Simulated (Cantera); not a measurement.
A closed system holds: 1 mol SiC, 0.0019 mol O₂, 3.2 mol H₂, at 1848.15 K and 10.0 mbar.

Equilibrium computed with Cantera from the NASA thermochemical tables; the gas is ideal and each condensed phase is pure. Candidate condensed phases: C, C₆H₆, C₇H₈, C₈H₁₈, H₂O, Si, SiC, SiO₂; 123 gas species. Gases not in the tables: Si₂H₆ and higher silanes. Kinetics and transport are ignored.

Problem. What is the equilibrium state?

Solution. 
```
Item                                       Result
--------------------------------------  ---------
x(H₂)                                       0.993
x(H)                                      0.00529
x(CO)                                    0.000704
x(SiO)                                   0.000479
x(Si)                                    0.000194
x(SiH)                                    1.93e-5
x(SiH₂)                                   1.28e-5
x(Si₂C)                                   2.65e-6
x(C₂H₂ (acetylene))                       2.39e-6
n(SiC(s))                               0.998 mol
gas amount                              3.213 mol
log10 activity of Si(l) (absent)            -0.51
log10 activity of C(graphite) (absent)      -1.01
```
